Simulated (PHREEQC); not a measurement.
A solution holds 6.6 mmol/kgw CuSO4, at 25 °C. Closed to the air; pH follows from the charge balance.

Model: ion-association model, wateq4f.dat, run in PHREEQC.

```csv
quantity,before,after
pH,4.97,4.85
ionic strength (mol/kgw),0.0196,0.0198
```

**Question.** Name the change that produced these shifts.
A) CuSO4 replaced by NiSO4 at the same molality
B) CuSO4 from 0.0066 to 0.00132 mol/kgw
C) temperature from 25 to 70 °C
D) CuSO4 replaced by Cu(NO3)2 at the same molality
E) 0.00096 mol/kgw HBr added

**Answer.** D, CuSO4 replaced by Cu(NO3)2 at the same molality

Precipitation was switched off in this run. Some of these states are supersaturated (in Antlerite, Brochantite, for instance).
